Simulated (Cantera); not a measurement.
Charge: 1 mol CH₄, 0.75 mol O₂, 63 mol H₂, at 975 °C and 18.0 bar.

Cantera equilibrium calculation (NASA polynomials, part measured and part estimated; ideal gas, pure solids and liquids). Candidate condensed phases: C, C₆H₆, C₇H₈, C₈H₁₈, H₂O; 110 gas species. Rates play no part.

Base state: H₂ 0.966, H₂O 0.0189, CH₄ 0.0112, CO 0.00423, CO₂ 5.32e-5 (mole fractions); condensed: gas only.

Q: What changes in the equilibrium state with this change: O₂ from 0.75 to 0.031 mol?

A: 
```tsv
species	before	after
H₂	0.966	0.984
CH₄	0.0112	0.0154
H₂O	0.0189	0.000750
CO₂	5.32e-5	1.07e-7
CO	0.00423	0.000218
```

Q: What changes in the equilibrium state with this change: temperature from 975 °C to 227 °C?

A: 
| species | before | after |
|---|---|---|
| H₂ | 0.966 | 0.961 |
| H₂O | 0.0189 | 0.0234 |
| CH₄ | 0.0112 | 0.0156 |
| CO | 0.00423 | <1e-9 |
| CO₂ | 5.32e-5 | <1e-9 |

Q: What changes in the equilibrium state with this change: O₂ from 0.75 to 0.16 mol?

A: 
| species | before | after |
|---|---|---|
| H₂ | 0.966 | 0.981 |
| CH₄ | 0.0112 | 0.0145 |
| H₂O | 0.0189 | 0.00390 |
| CO₂ | 5.32e-5 | 2.76e-6 |
| CO | 0.00423 | 0.00108 |
